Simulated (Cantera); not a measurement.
An isothermal plug-flow reactor at 650 K and 0.810 bar (inlet), inlet velocity 0.38 m/s, active area per volume 390 1/m; feed H2 : O2 : N2 : H2O = 0.007 : 0.044 : 0.79 : 0.02 (molar parts), equivalence ratio 0.080.

Cantera simulation using Deutschmann's 1995 Pt surface mechanism with GRI-Mech 3.0 gas chemistry; the numbers are that mechanism's predictions, not measurements. Catalytic surfaces can have several steady states; this one follows from the mechanism file's or the stated starting coverage. Mass transfer to the wall is taken as infinitely fast.

Q: What does this change do: area per volume 390 to 84 1/m?

A: 
| quantity | before | after |
|---|---|---|
| x(H2) at z = 0.0038 m | 0.000207 | 0.000955 |
| x(O2) at z = 0.0038 m | 0.0473 | 0.0477 |
| x(H2O) at z = 0.0038 m | 0.0313 | 0.0305 |
| θ(free Pt) at the exit | 0.00939 | 0.0348 |
| θ(O*) at the exit | 0.986 | 0.957 |
| θ(OH*) at the exit | 0.00432 | 0.00814 |

Q: What does this change do: temperature 650 to 700 K?

A: 
| quantity | before | after |
|---|---|---|
| x(H2) at z = 0.0038 m | 0.000207 | 0.000127 |
| x(O2) at z = 0.0038 m | 0.0473 | 0.0473 |
| x(H2O) at z = 0.0038 m | 0.0313 | 0.0314 |
| θ(free Pt) at the exit | 0.00939 | 0.0144 |
| θ(O*) at the exit | 0.986 | 0.982 |
| θ(OH*) at the exit | 0.00432 | 0.00370 |

Q: What does this change do: area per volume 390 to 1200 1/m?

A: 
```json
[
 {"quantity": "x(H2) at z = 0.0038 m", "before": "0.000207", "after": "4.16e-5"},
 {"quantity": "x(O2) at z = 0.0038 m", "before": "0.0473", "after": "0.0473"},
 {"quantity": "x(H2O) at z = 0.0038 m", "before": "0.0313", "after": "0.0314"},
 {"quantity": "θ(free Pt) at the exit", "before": "0.00939", "after": "0.00515"},
 {"quantity": "θ(O*) at the exit", "before": "0.986", "after": "0.992"},
 {"quantity": "θ(OH*) at the exit", "before": "0.00432", "after": "0.00322"}
]
```
